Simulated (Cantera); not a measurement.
Thermodynamics of silicon nitride deposition, feed Si2Cl6 + NH3 + N2

A closed system holds: 1 mol Si2Cl6, 2.8 mol NH3, 17 mol N2, held at 100 Torr.

Method: chemical equilibrium by Gibbs-energy minimisation in Cantera with the NASA 1993 tables (ideal gas, pure condensed phases). Candidate condensed phases: NH4Cl, Si, Si3N4; 28 gas species. The feed counts by its element totals alone. The tables' values for SiCl3 are old estimates; treat these amounts as uncertain. Rates play no part.

```csv
T (K),x N2,x HCl,x H2,x SiCl2,x SiCl4,x SiCl3,x SiHCl3,x Cl,n Si3N4(s)
1300,0.717,0.186,0.0806,0.000345,0.0145,0.000916,0.000285,1.68e-6,0.538
1350,0.717,0.187,0.0800,0.000862,0.0134,0.00152,0.000329,3.60e-6,0.537
1400,0.716,0.187,0.0798,0.00198,0.0122,0.00238,0.000367,7.26e-6,0.530
1450,0.716,0.185,0.0803,0.00419,0.0105,0.00347,0.000394,1.38e-5,0.516
1500,0.715,0.181,0.0818,0.00808,0.00851,0.00465,0.000398,2.46e-5,0.491
1550,0.715,0.174,0.0845,0.0141,0.00625,0.00563,0.000374,4.12e-5,0.452
1600,0.715,0.163,0.0887,0.0223,0.00410,0.00609,0.000321,6.46e-5,0.398
1650,0.715,0.150,0.0942,0.0318,0.00241,0.00591,0.000254,9.54e-5,0.333
```
x: gas mole fraction; n: condensed amount in mol.

From 1300 K to 1650 K the condensed part is Si3N4(s). The main Si-bearing gas is SiCl4 at 1300 K and SiCl2 at 1650 K. The share of Si in condensed phases is highest at 1300 K (80.7 %) and lowest at 1650 K (49.9 %).
